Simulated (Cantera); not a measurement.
Ignition delay

Mixture: H₂ : O₂ : N₂ : NO = 1 : 0.633 : 2.91 : 0.0061 (molar parts), at 5.00 bar, adiabatic and at constant pressure. Ignition delay is the time to a rise of 400 K.

Model: GRI-Mech 3.0 (53 species, 325 reactions), integrated in Cantera. The hydrogen kinetics of GRI-Mech 3.0 are dated; newer H2 mechanisms differ, most at raised pressure. The mechanism lacks 2 NO + O2 → 2 NO2 and HONO, so NO2 and the effect of NO are under-described below about 1400 K. Where the delays flatten at high temperature, the 400 K rule measures the pace of heat release, not the induction time.

```json
[
 {"T0 (K)": "1073", "delay (ms)": "0.0780"},
 {"T0 (K)": "1173", "delay (ms)": "0.0205"},
 {"T0 (K)": "1273", "delay (ms)": "0.00892"},
 {"T0 (K)": "1373", "delay (ms)": "0.00529"},
 {"T0 (K)": "1473", "delay (ms)": "0.00366"},
 {"T0 (K)": "1573", "delay (ms)": "0.00280"},
 {"T0 (K)": "1673", "delay (ms)": "0.00231"},
 {"T0 (K)": "1773", "delay (ms)": "0.00205"},
 {"T0 (K)": "1873", "delay (ms)": "0.00192"}
]
```
